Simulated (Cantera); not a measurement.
# Hydrocarbon pyrolysis for carbon deposition

An isothermal, constant-pressure homogeneous reactor starts with CH4 : H2 = 1 : 68 (molar parts), at 1675 K and 760 Torr.

Model: GRI-Mech 3.0 (53 species, 325 reactions), integrated in Cantera. GRI-Mech 3.0 stops at C3 and has no aromatics, soot or wall deposition, so with more carbon than oxygen in the feed, carbon stays in small species such as C2H2 where larger ones or solid carbon would form.

```csv
t (s),x CH4,x H2,x C2H6,x H,x CH2
8.00e-6,0.0145,0.986,1.58e-11,2.00e-6,1.21e-12
2.89e-5,0.0145,0.986,6.05e-10,7.31e-6,1.63e-11
0.000104,0.0145,0.985,2.13e-8,2.61e-5,2.06e-10
0.000376,0.0145,0.985,3.32e-7,7.80e-5,1.84e-9
0.00136,0.0144,0.985,7.13e-7,0.000113,3.82e-9
0.00490,0.0144,0.985,7.17e-7,0.000113,3.83e-9
0.0177,0.0141,0.986,7.01e-7,0.000113,3.77e-9
0.0638,0.0133,0.986,6.52e-7,0.000114,3.57e-9
0.230,0.0113,0.987,5.47e-7,0.000114,3.07e-9
0.831,0.00886,0.988,4.56e-7,0.000115,2.46e-9
3.00,0.00834,0.989,4.42e-7,0.000115,2.33e-9
```
x: mole fraction; the columns are a selection and need not sum to one.

Equilibrium at this temperature and pressure: CH4 0.00834, H2 0.989, C2H6 4.42e-7, H 0.000115, CH2 2.33e-9 (gas phase only).
